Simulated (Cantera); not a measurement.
Input (Python, Cantera) and output of one run.

```python
import numpy as np
import cantera as ct

gas_names = [...]  # 110 gases of nasa_gas.yaml made of C, H, O
cond_names = """
    C(gr) C6H6(L) C7H8(L) C8H18(L),n-octa H2O(s) H2O(L)
""".split()


# ... load() reads the species with a 1 bar reference pressure and builds the phases ...
atoms = {
    'CO2': {'C': 1, 'O': 2},
    'H2': {'H': 2},
}
top_T = {'C(gr)': 4500}  # K; cautious upper limits of use, not melting points


# ... equilibrate(T, P, feed) seeds the gas with the atoms and calls Mixture.equilibrate('TP', solver="vcs", rtol=1e-11, max_steps=5000) ...
results = []
feed = {'CO2': 1, 'H2': 7.1}  # mol
T = 2848  # K
P = 15000  # Pa
mix = equilibrate(T, P, feed)
results.append((T, P, feed, dict(zip(mix.species_names, mix.species_moles))))
x = sorted(zip(gas.X, gas.species_names), reverse=True)
print(f"T = {T:g} K  P = {P:g} Pa  gas = {mix.phase_moles(0):.4g} mol")
print("   x: " + "  ".join(f"{s} {v:.3e}" for v, s in x if v > 0.001))
print("   condensed (mol): " + ("  ".join(f"{mix.phase(i).name} {mix.phase_moles(i):.4g}"
      for i in range(1, mix.n_phases) if mix.phase_moles(i) > 1e-12) or "none"))
```

It prints:

```
T = 2848 K  P = 15000 Pa  gas = 9.024 mol
   x: H2 5.895e-01  H 1.915e-01  CO 1.083e-01  H2O 9.694e-02  OH 9.237e-03  CO2 2.517e-03  O 1.874e-03
   condensed (mol): none
```

Equilibrium computed with Cantera from the NASA thermochemical tables; the gas is ideal and each condensed phase is pure.
